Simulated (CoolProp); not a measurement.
A Linde-Hampson liquefier for nitrogen: isothermal reversible compression at 250 K from 1 atm to 10 MPa, throttling to 1 atm, return gas leaving the recuperator 10 K below the feed. Each further row changes one setting.

Computed with CoolProp (reference Helmholtz-energy equation of state, Span 2000).

| case | liquid yield per pass | compression work (kJ/kg of gas) |
|---|---|---|
| as stated | ___ | 336 |
| high pressure 20 MPa | ___ | ___ |
| warm-end temperature 280 K | ___ | ___ |
| warm-end gap 15 K | ___ | 336 |

Q: Complete the blanks.

A: 
- as stated, liquid yield per pass: 0.051
- high pressure 20 MPa, liquid yield per pass: 0.103
- high pressure 20 MPa, compression work (kJ/kg of gas): 386
- warm-end temperature 280 K, liquid yield per pass: 0.030
- warm-end temperature 280 K, compression work (kJ/kg of gas): 380
- warm-end gap 15 K, liquid yield per pass: 0.037
